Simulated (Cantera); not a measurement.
Cantera run:

```python
import numpy as np
import cantera as ct

gas_names = """
    B BCL BCL2 BCL3 BH BH2 BH3 BO BOCL BO2 B2 B2O B2O2 B2O3 B3O3CL3 B3O3H3 CL CLO CL2 H HBO HBO2 HCL
    HOCL HO2 H2 H2O H2O2 H3B3O6 O OH O2 O3
""".split()
cond_names = """
    B(b) B(L) B2O3(L) B3O3H3(cr) H2O(s) H2O(L)
""".split()


# ... load() reads the species with a 1 bar reference pressure and builds the phases ...
atoms = {
    'BCl3': {'B': 1, 'CL': 3},
    'H2O': {'H': 2, 'O': 1},
}
top_T = {}  # K; cautious upper limits of use, not melting points


# ... equilibrate(T, P, feed) seeds the gas with the atoms and calls Mixture.equilibrate('TP', solver="vcs", rtol=1e-11, max_steps=5000) ...
results = []
feed = {'BCl3': 1, 'H2O': 13}  # mol
P = 13332.2  # Pa
for T in [1223, 1248, 1273, 1298, 1323, 1348, 1373, 1398, 1423, 1448, 1473, 1498, 1523, 1548]:
    mix = equilibrate(T, P, feed)
    results.append((T, P, feed, dict(zip(mix.species_names, mix.species_moles))))
    x = sorted(zip(gas.X, gas.species_names), reverse=True)
    print(f"T = {T:g} K  P = {P:g} Pa  gas = {mix.phase_moles(0):.4g} mol")
    print("   x: " + "  ".join(f"{s} {v:.3e}" for v, s in x if v > 0.0001))
    print("   condensed (mol): " + ("  ".join(f"{mix.phase(i).name} {mix.phase_moles(i):.4g}"
          for i in range(1, mix.n_phases) if mix.phase_moles(i) > 1e-12) or "none"))
```

Output:

```
T = 1223 K  P = 13332.2 Pa  gas = 14.5 mol
   x: H2O 7.876e-01  HCL 2.069e-01  HBO2 2.787e-03  H3B3O6 2.740e-03
   condensed (mol): B2O3(L) 0.4202
T = 1248 K  P = 13332.2 Pa  gas = 14.51 mol
   x: H2O 7.868e-01  HCL 2.067e-01  HBO2 3.893e-03  H3B3O6 2.504e-03
   condensed (mol): B2O3(L) 0.4173
T = 1273 K  P = 13332.2 Pa  gas = 14.52 mol
   x: H2O 7.857e-01  HCL 2.065e-01  HBO2 5.362e-03  H3B3O6 2.292e-03
   condensed (mol): B2O3(L) 0.4111
T = 1298 K  P = 13332.2 Pa  gas = 14.54 mol
   x: H2O 7.842e-01  HCL 2.063e-01  HBO2 7.287e-03  H3B3O6 2.103e-03
   condensed (mol): B2O3(L) 0.4011
T = 1323 K  P = 13332.2 Pa  gas = 14.56 mol
   x: H2O 7.821e-01  HCL 2.060e-01  HBO2 9.779e-03  H3B3O6 1.933e-03
   condensed (mol): B2O3(L) 0.3866
T = 1348 K  P = 13332.2 Pa  gas = 14.58 mol
   x: H2O 7.794e-01  HCL 2.056e-01  HBO2 1.296e-02  H3B3O6 1.779e-03  CL 1.090e-04
   condensed (mol): B2O3(L) 0.3665
T = 1373 K  P = 13332.2 Pa  gas = 14.61 mol
   x: H2O 7.759e-01  HCL 2.051e-01  HBO2 1.699e-02  H3B3O6 1.639e-03  CL 1.372e-04  H2 1.277e-04
   condensed (mol): B2O3(L) 0.3398
T = 1398 K  P = 13332.2 Pa  gas = 14.65 mol
   x: H2O 7.715e-01  HCL 2.046e-01  HBO2 2.203e-02  H3B3O6 1.510e-03  CL 1.710e-04  H2 1.630e-04
   condensed (mol): B2O3(L) 0.3052
T = 1423 K  P = 13332.2 Pa  gas = 14.7 mol
   x: H2O 7.660e-01  HCL 2.039e-01  HBO2 2.825e-02  H3B3O6 1.392e-03  CL 2.115e-04  H2 2.064e-04
   condensed (mol): B2O3(L) 0.2612
T = 1448 K  P = 13332.2 Pa  gas = 14.76 mol
   x: H2O 7.592e-01  HCL 2.030e-01  HBO2 3.587e-02  H3B3O6 1.282e-03  CL 2.593e-04  H2 2.592e-04
   condensed (mol): B2O3(L) 0.2061
T = 1473 K  P = 13332.2 Pa  gas = 14.83 mol
   x: H2O 7.509e-01  HCL 2.019e-01  HBO2 4.510e-02  H3B3O6 1.180e-03  H2 3.229e-04  CL 3.156e-04
   condensed (mol): B2O3(L) 0.1379
T = 1498 K  P = 13332.2 Pa  gas = 14.92 mol
   x: H2O 7.410e-01  HCL 2.007e-01  HBO2 5.616e-02  H3B3O6 1.084e-03  H2 3.990e-04  CL 3.813e-04  B2O3 1.562e-04
   condensed (mol): B2O3(L) 0.05437
T = 1523 K  P = 13332.2 Pa  gas = 14.98 mol
   x: H2O 7.342e-01  HCL 1.998e-01  HBO2 6.394e-02  H3B3O6 7.809e-04  H2 4.908e-04  CL 4.580e-04  B2O3 2.186e-04  O2 1.101e-04
   condensed (mol): none
T = 1548 K  P = 13332.2 Pa  gas = 14.99 mol
   x: H2O 7.335e-01  HCL 1.995e-01  HBO2 6.495e-02  H2 6.024e-04  CL 5.474e-04  H3B3O6 4.094e-04  B2O3 2.411e-04  O2 1.381e-04
   condensed (mol): none
```

These are equilibrium values from Cantera (NASA tables, ideal gas, pure condensed phases), not measurements of a reactor. The tables' values for BOCl are old estimates; treat these amounts as uncertain. Gases not in the tables: H3BO3.
